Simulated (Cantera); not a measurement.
Cantera run, input and output.

```python
import numpy as np
import cantera as ct

surf = ct.Interface("diamond.yaml", "diamond_100")
gas, bulk = surf.adjacent["gas"], surf.adjacent["diamond"]
k = surf.kinetics_species_index(bulk.species_names[0])
cover = ["c6HH", "c6H*", "c6*H", "c6**", "c6HM", "c6B"]

rows, drift = [], 0.0
print(f"{'xCH3':>10s}{'um/h':>11s}" + "".join(f"{s:>11s}" for s in cover))
for v in [1e-06, 2.8e-06, 7.6e-06, 2.1e-05, 5.8e-05, 0.00016, 0.00045, 0.0012, 0.0034]:
    T, P, xH, xCH3 = 1025, 6800, 0.00078, v
    gas.TPX = T, P, {"H": xH, "CH3": xCH3, "CH4": 0.0053, "H2": 1 - xH - xCH3 - 0.0053}
    surf.TP = bulk.TP = T, P
    surf.coverages = "c6H*:0.1, c6HH:0.9"
    surf.advance_coverages(100.0)
    before = surf.coverages
    surf.advance_coverages(100.0)
    drift = max(drift, np.max(np.abs(surf.coverages - before) / (surf.coverages + 1e-9)))
    rate = surf.net_production_rates[k] * bulk.mean_molecular_weight / bulk.density * 3.6e9
    rows.append([rate, *surf[cover].coverages])
    print(f"{v:10.4g}{rate:11.4e}" + "".join(f"{x:11.3e}" for x in rows[-1][1:]))
```

Result:

```
      xCH3       um/h       c6HH       c6H*       c6*H       c6**       c6HM        c6B
     1e-06 2.9110e-02  5.804e-01  2.032e-02  3.883e-01  1.028e-02  4.538e-04  7.899e-11
   2.8e-06 8.1399e-02  5.798e-01  2.030e-02  3.879e-01  1.026e-02  1.269e-03  2.209e-10
   7.6e-06 2.2015e-01  5.781e-01  2.024e-02  3.867e-01  1.022e-02  3.432e-03  5.974e-10
   2.1e-05 6.0227e-01  5.733e-01  2.006e-02  3.833e-01  1.009e-02  9.389e-03  1.634e-09
   5.8e-05 1.6191e+00  5.606e-01  1.960e-02  3.744e-01  9.755e-03  2.525e-02  4.394e-09
   0.00016 4.1619e+00  5.289e-01  1.843e-02  3.522e-01  8.921e-03  6.494e-02  1.129e-08
   0.00045 9.8150e+00  4.583e-01  1.584e-02  3.027e-01  7.105e-03  1.534e-01  2.663e-08
    0.0012 1.8545e+01  3.486e-01  1.182e-02  2.258e-01  4.456e-03  2.909e-01  5.032e-08
    0.0034 2.8690e+01  2.195e-01  7.080e-03  1.353e-01  1.820e-03  4.531e-01  7.785e-08
```

Cantera simulation using the Harris–Goodwin 1993 mechanism for the reconstructed diamond (100) surface; the numbers are that mechanism's predictions, not measurements.
